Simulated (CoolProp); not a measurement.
Properties of oxygen along the isobar 0.101 MPa (Tc = -118.6 °C, pc = 5.046 MPa, ω = 0.022).

The numbers come from the reference Helmholtz-energy equation of state, Schmidt 1985 in CoolProp. Above 300 K oxygen's equation is extrapolated.

| T (°C) | phase | isothermal compressibility (1/MPa) | viscosity (µPa s) | fugacity coefficient |
|---|---|---|---|---|
| -159.45 | gas | 10.07 | 8.75 | 0.9838 |
| -136.95 | gas | 9.999 | 10.4 | 0.9904 |
| -114.35 | gas | 9.963 | 12.0 | 0.9939 |
| -91.85 | gas | 9.942 | ? | 0.9959 |
| -69.25 | gas | 9.929 | 15.0 | 0.9972 |
| -46.75 | gas | 9.921 | 16.4 | 0.9980 |
| -24.15 | gas | 9.915 | 17.7 | 0.9986 |
| -1.65 | gas | 9.911 | 19.0 | 0.9990 |
| 20.85 | gas | 9.908 | ? | 0.9993 |
| 43.45 | gas | 9.906 | 21.6 | 0.9995 |
| 65.95 | gas | 9.904 | 22.8 | 0.9997 |
| 88.55 | gas | 9.903 | 23.9 | 0.9998 |
| 111.05 | gas | 9.902 | 25.1 | 0.9999 |
| 133.65 | gas | 9.901 | ? | 1.000 |
| 156.15 | gas | 9.900 | 27.2 | 1.000 |
| 178.75 | gas | 9.900 | 28.3 | 1.000 |

**Question.** Some entries are withheld; supply them.

**Answer.** 
- -91.85, viscosity (µPa s): 13.5
- 20.85, viscosity (µPa s): 20.3
- 133.65, viscosity (µPa s): 26.2

Viscosity comes from a separate model (Lemmon 2004).
